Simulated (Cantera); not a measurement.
Input (Python, Cantera):

```python
import numpy as np
import cantera as ct

gas = ct.Solution("gri30.yaml", transport_model="multicomponent")
show = ['O', 'OH', 'C2H2']

rows = []
print(f"{'T/K':>7s}{'rho':>11s}{'cp':>10s}{'mu':>11s}{'lambda':>11s}{'Pr':>7s}" + "".join(f"{'D_' + s:>11s}" for s in show))
for T in [400, 600, 800, 1000, 1200, 1400, 1600, 1800, 2000]:
    gas.TPX = T, 160000, {'H2': 0.78, 'C2H6': 0.41}
    Pr = gas.cp_mass * gas.viscosity / gas.thermal_conductivity
    D = [gas.mix_diff_coeffs_mole[gas.species_index(s)] for s in show]
    rows.append([gas.density, gas.cp_mass, gas.viscosity, gas.thermal_conductivity, Pr, *D])
    print(f"{T:7g}{gas.density:11.4e}{gas.cp_mass:10.1f}{gas.viscosity:11.4e}"
          f"{gas.thermal_conductivity:11.4e}{Pr:7.3f}" + "".join(f"{d:11.4e}" for d in D))
print("SI units: kg/m3, J/kg/K, Pa s, W/m/K, m2/s")
```

Output:

```
    T/K        rho        cp         mu     lambda     Pr        D_O       D_OH     D_C2H2
    400 5.6199e-01    3564.2 1.3221e-05 1.1316e-01  0.416 4.9796e-05 4.9056e-05 2.6764e-05
    600 3.7466e-01    4277.6 1.8288e-05 1.6463e-01  0.475 1.0026e-04 9.8778e-05 5.5401e-05
    800 2.8100e-01    4846.3 2.2651e-05 2.1587e-01  0.509 1.6325e-04 1.6085e-04 9.1470e-05
   1000 2.2480e-01    5310.9 2.6548e-05 2.6668e-01  0.529 2.3749e-04 2.3400e-04 1.3411e-04
   1200 1.8733e-01    5684.9 3.0112e-05 3.1744e-01  0.539 3.2208e-04 3.1736e-04 1.8274e-04
   1400 1.6057e-01    5987.3 3.3426e-05 3.6710e-01  0.545 4.1638e-04 4.1028e-04 2.3696e-04
   1600 1.4050e-01    6230.7 3.6545e-05 4.1543e-01  0.548 5.1988e-04 5.1226e-04 2.9645e-04
   1800 1.2489e-01    6426.5 3.9507e-05 4.6232e-01  0.549 6.3216e-04 6.2290e-04 3.6098e-04
   2000 1.1240e-01    6584.6 4.2341e-05 5.0771e-01  0.549 7.5288e-04 7.4186e-04 4.3035e-04
SI units: kg/m3, J/kg/K, Pa s, W/m/K, m2/s
```

Detailed kinetics in Cantera: GRI-Mech 3.0 (53 species, 325 reactions). The composition is frozen, though it would react at the higher temperatures.
